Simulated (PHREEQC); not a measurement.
# Copper plating or etch bath: speciation

Make-up at 25 °C: 0.013 mol Cu(NO3)2 and 0.00062 mol FeCl3 per kg of water. Closed to the air; pH follows from the charge balance.

Equilibrium calculation in PHREEQC: ion-association model, phreeqc.dat.

Each row changes one thing in this solution. No solid was allowed to form.

```
case                                               pH  ionic strength (mol/kgw)  FeOH+2 (mol/kgw)  Fe(OH)2+ (mol/kgw)  Fe+3 (mol/kgw)  CuCl+ (mol/kgw)  SI of Fe(OH)3(a) (Fe(OH)3)  SI of Goethite (FeOOH)
-----------------------------------------------  ----  ------------------------  ----------------  ------------------  --------------  ---------------  --------------------------  ----------------------
as made                                          3.23                    0.0415          0.000384            0.000126         6.55e-5          3.21e-5                       +0.03                   +5.93
Cu(NO3)2 from 0.013 to 0.026 mol/kgw             3.25                    0.0805          0.000377            0.000112         6.71e-5                …                       -0.01                   +5.88
diluted 10-fold with water                       4.00                   0.00410           1.67e-5             4.49e-5         3.48e-7          4.97e-7                       +0.40                   +6.29
FeCl3 from 0.00062 to 6.2e-05 mol/kgw            4.04                    0.0392           1.95e-5             4.18e-5         5.10e-7          3.27e-6                       +0.37                   +6.26
Cu(NO3)2 replaced by CuCl2 at the same molality  3.24                    0.0406          0.000371            0.000125         6.12e-5         0.000468                       +0.04                   +5.94
FeCl3 from 0.00062 to 0.00093 mol/kgw            3.10                         …          0.000564                   …        0.000132          4.77e-5                       -0.07                   +5.82
Cu(NO3)2 from 0.013 to 0.0065 mol/kgw            3.21                    0.0220          0.000388            0.000137         6.28e-5          1.87e-5                       +0.07                   +5.96
FeCl3 from 0.00062 to 0.0062 mol/kgw             2.49                    0.0700           0.00201            0.000106         0.00205         0.000270                       -0.80                   +5.09
```

Task: What belongs in the gaps?

Result: 
- Cu(NO3)2 from 0.013 to 0.026 mol/kgw, CuCl+ (mol/kgw): 5.34e-5
- FeCl3 from 0.00062 to 0.00093 mol/kgw, ionic strength (mol/kgw): 0.0429
- FeCl3 from 0.00062 to 0.00093 mol/kgw, Fe(OH)2+ (mol/kgw): 0.000134

Some of these states are supersaturated (in Hematite (slow to form), Goethite (slow to form), Fe(OH)3(a), for instance).
